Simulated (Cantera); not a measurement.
**Adiabatic ignition**

An adiabatic, constant-pressure homogeneous reactor starts with H₂ : O₂ : N₂ : H₂O = 1 : 0.595 : 2.24 : 0.61 (molar parts), equivalence ratio 0.84, at 1275 K and 1000000 Pa.

Computed with Cantera and the H2/O2 subset of GRI-Mech 3.0, which has no nitrogen chemistry. The hydrogen kinetics of GRI-Mech 3.0 are dated; newer H2 mechanisms differ, most at raised pressure.

```json
[
 {"t (s)": "4.00e-6", "T (K)": "1275", "x H₂": "0.225", "x O₂": "0.134", "x H₂O": "0.137", "x H₂O₂": "4.40e-8", "x OH": "2.83e-9", "x H": "2.12e-8", "x O": "4.06e-9"},
 {"t (s)": "9.72e-6", "T (K)": "1275", "x H₂": "0.225", "x O₂": "0.134", "x H₂O": "0.137", "x H₂O₂": "2.63e-7", "x OH": "6.64e-9", "x H": "4.36e-8", "x O": "8.34e-9"},
 {"t (s)": "2.36e-5", "T (K)": "1275", "x H₂": "0.225", "x O₂": "0.134", "x H₂O": "0.137", "x H₂O₂": "2.24e-6", "x OH": "3.80e-8", "x H": "2.16e-7", "x O": "4.14e-8"},
 {"t (s)": "5.74e-5", "T (K)": "1287", "x H₂": "0.223", "x O₂": "0.133", "x H₂O": "0.139", "x H₂O₂": "0.000213", "x OH": "4.77e-6", "x H": "1.79e-5", "x O": "3.41e-6"},
 {"t (s)": "0.000139", "T (K)": "2647", "x H₂": "0.00916", "x O₂": "0.0244", "x H₂O": "0.387", "x H₂O₂": "1.82e-6", "x OH": "0.0144", "x H": "0.00141", "x O": "0.00143"},
 {"t (s)": "0.000339", "T (K)": "2647", "x H₂": "0.00916", "x O₂": "0.0244", "x H₂O": "0.387", "x H₂O₂": "1.82e-6", "x OH": "0.0144", "x H": "0.00141", "x O": "0.00143"},
 {"t (s)": "0.000823", "T (K)": "2647", "x H₂": "0.00916", "x O₂": "0.0244", "x H₂O": "0.387", "x H₂O₂": "1.82e-6", "x OH": "0.0144", "x H": "0.00141", "x O": "0.00143"},
 {"t (s)": "0.00200", "T (K)": "2647", "x H₂": "0.00916", "x O₂": "0.0244", "x H₂O": "0.387", "x H₂O₂": "1.82e-6", "x OH": "0.0144", "x H": "0.00141", "x O": "0.00143"},
 {"t (s)": "0.00486", "T (K)": "2647", "x H₂": "0.00916", "x O₂": "0.0244", "x H₂O": "0.387", "x H₂O₂": "1.82e-6", "x OH": "0.0144", "x H": "0.00141", "x O": "0.00143"},
 {"t (s)": "0.0118", "T (K)": "2647", "x H₂": "0.00916", "x O₂": "0.0244", "x H₂O": "0.387", "x H₂O₂": "1.82e-6", "x OH": "0.0144", "x H": "0.00141", "x O": "0.00143"},
 {"t (s)": "0.0287", "T (K)": "2647", "x H₂": "0.00916", "x O₂": "0.0244", "x H₂O": "0.387", "x H₂O₂": "1.82e-6", "x OH": "0.0144", "x H": "0.00141", "x O": "0.00143"},
 {"t (s)": "0.0697", "T (K)": "2647", "x H₂": "0.00916", "x O₂": "0.0244", "x H₂O": "0.387", "x H₂O₂": "1.82e-6", "x OH": "0.0144", "x H": "0.00141", "x O": "0.00143"},
 {"t (s)": "0.169", "T (K)": "2647", "x H₂": "0.00916", "x O₂": "0.0244", "x H₂O": "0.387", "x H₂O₂": "1.82e-6", "x OH": "0.0144", "x H": "0.00141", "x O": "0.00143"},
 {"t (s)": "0.412", "T (K)": "2647", "x H₂": "0.00916", "x O₂": "0.0244", "x H₂O": "0.387", "x H₂O₂": "1.82e-6", "x OH": "0.0144", "x H": "0.00141", "x O": "0.00143"},
 {"t (s)": "1.00", "T (K)": "2647", "x H₂": "0.00916", "x O₂": "0.0244", "x H₂O": "0.387", "x H₂O₂": "1.82e-6", "x OH": "0.0144", "x H": "0.00141", "x O": "0.00143"}
]
```
x: mole fraction; the columns are a selection and need not sum to one.

| Property | Result |
|---|---|
| time of steepest temperature rise | 68.2 µs |
| temperature at 1.00 s | 2647 K |
| equilibrium temperature | 2647 K |
| x(H₂) at 1.00 s | 0.00916 (gas-phase equilibrium 0.00916) |
| x(O₂) at 1.00 s | 0.0244 (gas-phase equilibrium 0.0244) |
| x(H₂O) at 1.00 s | 0.387 (gas-phase equilibrium 0.387) |
